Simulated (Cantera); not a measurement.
A Cantera script and what it prints.

```python
import numpy as np
import cantera as ct

gas_names = """
    AL ALCL ALCL2 ALCL3 ALH AL2 AL2CL6 CL CL2 H HCL H2
""".split()
cond_names = """
    AL(cr) AL(L) ALCL3(s) ALCL3(L)
""".split()


# ... load() reads the species with a 1 bar reference pressure and builds the phases ...
atoms = {
    'Al': {'AL': 1},
    'HCl': {'H': 1, 'CL': 1},
    'H2': {'H': 2},
}
top_T = {}  # K; cautious upper limits of use, not melting points


# ... equilibrate(T, P, feed) seeds the gas with the atoms and calls Mixture.equilibrate('TP', solver="vcs", rtol=1e-11, max_steps=5000) ...
results = []
feed = {'Al': 1, 'HCl': 0.092, 'H2': 0.82}  # mol
T = 1648.15  # K
for P in [1000, 4000, 16000, 63000, 250000, 1000000]:
    mix = equilibrate(T, P, feed)
    results.append((T, P, feed, dict(zip(mix.species_names, mix.species_moles))))

top = {s: max(r[3][s] / sum(r[3][g] for g in gas_names) for r in results) for s in gas_names}
cols = sorted((s for s in top if top[s] > 1e-05), key=lambda s: -top[s])[:8]
seen = [c for c in cond_names if any(r[3].get(c, 0) > 1e-12 for r in results)]
print("log10 of partial pressures in bar; condensed amounts in mol")
print(f"{'P/Pa':>10s}" + "".join(f"{s[:9]:>10s}" for s in cols + seen))
for T, P, feed, n in results:
    ng = sum(n[g] for g in gas_names)
    print(f"{P:10.4g}" + "".join(f"{np.log10(max(n[s] / ng * P / 1e5, 1e-99)):10.3f}" for s in cols)
          + "".join(f"{n.get(c, 0):10.4g}" for c in seen))
```

Output:

```
log10 of partial pressures in bar; condensed amounts in mol
      P/Pa        H2      ALCL        AL     ALCL2     ALCL3       HCL         H       ALH     AL(L)
      1000    -2.050    -3.024    -3.917    -6.897   -10.099    -6.260    -5.075    -5.089    0.8955
      4000    -1.443    -2.418    -3.917    -5.686    -8.282    -5.352    -4.771    -4.786    0.9049
   1.6e+04    -0.840    -1.817    -3.917    -4.484    -6.478    -4.449    -4.470    -4.484    0.9075
   6.3e+04    -0.244    -1.227    -3.917    -3.305    -4.711    -3.562    -4.172    -4.186    0.9089
   2.5e+05     0.356    -0.654    -3.917    -2.158    -2.990    -2.688    -3.872    -3.886    0.9121
     1e+06     0.962    -0.146    -3.917    -1.142    -1.466    -1.877    -3.569    -3.583    0.9225
```

Cantera equilibrium calculation (NASA polynomials, part measured and part estimated; ideal gas, pure solids and liquids). The tables' values for AlCl2 are old estimates; treat these amounts as uncertain.
